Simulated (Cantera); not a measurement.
Charge: 1 mol AlCl₃, 48 mol NH₃, 23 mol N₂, at 1225 °C and 1.00 Torr.

Equilibrium computed with Cantera from the NASA thermochemical tables; the gas is ideal and each condensed phase is pure. Candidate condensed phases: Al, AlCl₃, AlN, NH₄Cl; 20 gas species. The tables' values for AlCl₂ are old estimates; treat these amounts as uncertain. The numbers say what is thermodynamically allowed, not how fast it happens.

Base state: H₂ 0.587, N₂ 0.388, HCl 0.0159, AlCl 0.00778, H 0.000361, AlCl₂ 0.000357, AlCl₃ 0.000128 (mole fractions); condensed: gas only.

What changes in the equilibrium state with this change: temperature from 1225 °C to 1402 °C?


```
species    before    after
-------  --------  -------
H₂          0.587    0.585
N₂          0.388    0.388
HCl        0.0159   0.0163
H        0.000361  0.00243
AlCl      0.00778  0.00811
AlCl₃    0.000128  8.29e-6
Al        9.24e-7  1.08e-5
Cl        7.90e-6  5.30e-5
```
